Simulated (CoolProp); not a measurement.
n-hexane along the isobar 9.09 bar: density (kg/m³) from the reference equation and from simpler models built on Tc = 507.8 K, pc = 30.44 bar, ω = 0.300; each cubic takes its own stable root.

The numbers come from the reference Helmholtz-energy equation of state, Thol 2019 in CoolProp.

```json
[
 {"T (K)": "252.2", "phase": "liquid", "reference": "696.0", "van der Waals": "409.7", "Soave-Redlich-Kwong": "622.6"},
 {"T (K)": "283.6", "phase": "liquid", "reference": "668.7", "van der Waals": "395.4", "Soave-Redlich-Kwong": "601.8"},
 {"T (K)": "315", "phase": "liquid", "reference": "640.3", "van der Waals": "379.7", "Soave-Redlich-Kwong": "578.0"},
 {"T (K)": "346.4", "phase": "liquid", "reference": "610.2", "van der Waals": "361.9", "Soave-Redlich-Kwong": "550.2"},
 {"T (K)": "377.8", "phase": "liquid", "reference": "577.4", "van der Waals": "341.0", "Soave-Redlich-Kwong": "517.3"},
 {"T (K)": "409.2", "phase": "liquid", "reference": "540.1", "van der Waals": "27.94", "Soave-Redlich-Kwong": "476.9"},
 {"T (K)": "440.5", "phase": "gas", "reference": "26.92", "van der Waals": "24.94", "Soave-Redlich-Kwong": "26.43"},
 {"T (K)": "471.9", "phase": "gas", "reference": "23.54", "van der Waals": "22.63", "Soave-Redlich-Kwong": "23.36"},
 {"T (K)": "503.3", "phase": "gas", "reference": "21.20", "van der Waals": "20.77", "Soave-Redlich-Kwong": "21.11"},
 {"T (K)": "534.7", "phase": "gas", "reference": "19.41", "van der Waals": "19.23", "Soave-Redlich-Kwong": "19.35"},
 {"T (K)": "566.1", "phase": "gas", "reference": "17.97", "van der Waals": "17.93", "Soave-Redlich-Kwong": "17.92"},
 {"T (K)": "597.5", "phase": "gas", "reference": "16.78", "van der Waals": "16.81", "Soave-Redlich-Kwong": "16.72"}
]
```

At some of these states van der Waals gives the other phase, because its saturation line lies elsewhere.
